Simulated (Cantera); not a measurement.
**Transport properties of process gases**

Gas mixture: O₂ = 0.66 (molar parts), at 8.25 Torr, frozen composition.

Cantera's kinetic-theory transport with the Lennard-Jones parameters of GRI-Mech 3.0, ideal gas; thermal conductivity in the multicomponent form.

| T (K) | ρ (kg/m³) | cp (J/kg/K) | μ (µPa s) | λ (mW/m/K) | Pr | D (cm²/s) O | D (cm²/s) NH₃ | D (cm²/s) CH₃ |
|---|---|---|---|---|---|---|---|---|
| 400 | 0.0106 | 941.4 | 25.6 | 33.9 | 0.712 | 50.1 | 35.5 | 34.9 |
| 650 | 0.00651 | 1017 | 36.0 | 51.6 | 0.710 | 114 | 86.4 | 80.7 |
| 900 | 0.00470 | 1074 | 44.7 | 67.7 | 0.709 | 197 | 153 | 140 |
| 1150 | 0.00368 | 1109 | 52.5 | 82.1 | 0.709 | 296 | 234 | 211 |
| 1400 | 0.00302 | 1134 | 59.7 | 95.6 | 0.708 | 411 | 327 | 293 |
| 1650 | 0.00257 | 1155 | 66.4 | 108 | 0.708 | 539 | 431 | 384 |
| 1900 | 0.00223 | 1174 | 72.7 | 121 | 0.707 | 681 | 546 | 486 |
| 2150 | 0.00197 | 1192 | 78.8 | 133 | 0.707 | 836 | 672 | 596 |
D: mixture-averaged diffusion coefficient of that species in the mixture.
